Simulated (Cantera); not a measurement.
Input (Python, Cantera):

```python
import numpy as np
import cantera as ct

gas = ct.Solution("gri30.yaml")
gas.TPX = 1350, 12000, {'CO': 0.0033, 'O2': 0.088, 'H2O': 0.0015, 'N2': 1}
reactor = ct.IdealGasConstPressureReactor(gas, energy="off", clone=False)
net = ct.ReactorNet([reactor])
net.rtol, net.atol = 1e-08, 1e-18
show = ['CO', 'O2', 'H2O', 'CO2', 'N2O']
times = np.geomspace(4e-05, 20, 12)

steps = ct.SolutionArray(gas, extra=["t"])
rows = []
print(f"{'t/s':>10s}{'T/K':>9s}{'P/Pa':>11s}" + "".join(f"{s:>11s}" for s in show))
for t in times:
    while net.time < t:
        t_next = net.step()
        steps.append(gas.state, t=t_next)
    rows.append([np.interp(t, steps.t, y) for y in (steps.T, steps.P, *steps(*show).X.T)])
    print(f"{t:10.3e}{rows[-1][0]:9.1f}{rows[-1][1]:11.4g}" + "".join(f"{x:11.3e}" for x in rows[-1][2:]))
rate = np.gradient(steps.T, steps.t)
print("integrator steps:", len(steps.t))
if steps.T.max() > steps.T[0] + 200:
    print(f"time of steepest temperature rise: {steps.t[rate.argmax()]:.4e} s")
gas.TPX = 1350, 12000, {'CO': 0.0033, 'O2': 0.088, 'H2O': 0.0015, 'N2': 1}
gas.equilibrate("TP")
print(f"equilibrium (TP): T = {gas.T:.1f} K  " + "  ".join(f"{s} {gas[s].X[0]:.3e}" for s in show))
```

It prints:

```
       t/s      T/K       P/Pa         CO         O2        H2O        CO2        N2O
 4.000e-05   1350.0    1.2e+04  3.020e-03  8.053e-02  1.373e-03  4.753e-10  3.367e-15
 1.319e-04   1350.0    1.2e+04  3.020e-03  8.053e-02  1.373e-03  1.569e-09  1.195e-14
 4.347e-04   1350.0    1.2e+04  3.020e-03  8.053e-02  1.373e-03  5.203e-09  4.856e-14
 1.433e-03   1350.0    1.2e+04  3.020e-03  8.053e-02  1.373e-03  1.798e-08  2.600e-13
 4.725e-03   1350.0    1.2e+04  3.020e-03  8.053e-02  1.373e-03  8.791e-08  2.190e-12
 1.558e-02   1350.0    1.2e+04  3.016e-03  8.052e-02  1.372e-03  3.338e-06  9.845e-11
 5.136e-02   1350.0    1.2e+04  1.219e-03  7.907e-02  1.256e-03  1.801e-03  1.244e-07
 1.693e-01   1350.0    1.2e+04  2.514e-05  7.901e-02  1.334e-03  2.999e-03  2.407e-07
 5.582e-01   1350.0    1.2e+04  1.414e-06  7.912e-02  1.364e-03  3.023e-03  2.446e-07
 1.840e+00   1350.0    1.2e+04  1.410e-07  7.913e-02  1.371e-03  3.024e-03  1.591e-07
 6.067e+00   1350.0    1.2e+04  2.542e-08  7.914e-02  1.373e-03  3.024e-03  3.754e-08
 2.000e+01   1350.0    1.2e+04  1.281e-08  7.914e-02  1.373e-03  3.024e-03  9.021e-09
integrator steps: 1512
equilibrium (TP): T = 1350.0 K  CO 1.254e-08  O2 7.896e-02  H2O 1.373e-03  CO2 3.024e-03  N2O 8.712e-09
```

Model: GRI-Mech 3.0 (53 species, 325 reactions), integrated in Cantera.
